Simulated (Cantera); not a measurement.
An adiabatic, constant-pressure homogeneous reactor starts with 4.91 % CH4, 20.0 % O2, 75.1 % N2, at 1523 K and 750 Torr.

Computed with Cantera and GRI-Mech 3.0 (53 species, 325 reactions).

x: mole fraction; the columns are a selection and need not sum to one.

```tsv
t (s)	T (K)	x CH4	x O2	x H2O	x HCO	x CH2	x OH
2.00e-6	1523	0.0491	0.200	1.83e-8	<1e-12	<1e-12	1.08e-8
4.31e-6	1523	0.0491	0.200	7.16e-8	<1e-12	<1e-12	1.52e-8
9.28e-6	1523	0.0491	0.200	2.20e-7	<1e-12	<1e-12	1.98e-8
2.00e-5	1523	0.0491	0.200	(withheld)	2.34e-12	<1e-12	(withheld)
4.31e-5	1523	0.0491	0.200	2.44e-6	1.35e-11	3.36e-12	5.93e-8
9.28e-5	1523	0.0490	0.200	1.10e-5	9.73e-11	2.45e-11	1.48e-7
0.000200	1523	0.0490	0.200	(withheld)	(withheld)	3.13e-10	(withheld)
0.000431	1526	0.0480	0.200	0.000707	3.80e-8	8.02e-9	3.30e-6
0.000928	2315	<1e-12	0.0993	0.0851	3.01e-9	<1e-12	0.0135
0.00200	2437	<1e-12	0.0996	0.0911	4.04e-10	<1e-12	0.00943
0.00431	2436	<1e-12	0.0991	0.0912	3.94e-10	<1e-12	0.00934
0.00928	2432	<1e-12	0.0981	0.0913	3.83e-10	<1e-12	0.00922
0.0200	2427	<1e-12	0.0965	0.0914	3.65e-10	<1e-12	0.00902
0.0431	2421	<1e-12	0.0947	0.0916	3.47e-10	<1e-12	0.00882
0.0928	2418	<1e-12	0.0939	0.0917	3.39e-10	<1e-12	0.00872
0.200	2418	<1e-12	0.0938	0.0917	3.38e-10	<1e-12	0.00871
```

**Question.** What belongs in the gaps?

**Answer.** 
- 2.00e-5, x H2O: 6.81e-7
- 2.00e-5, x OH: 3.07e-8
- 0.000200, x H2O: 6.78e-5
- 0.000200, x HCO: 1.19e-9
- 0.000200, x OH: 5.17e-7
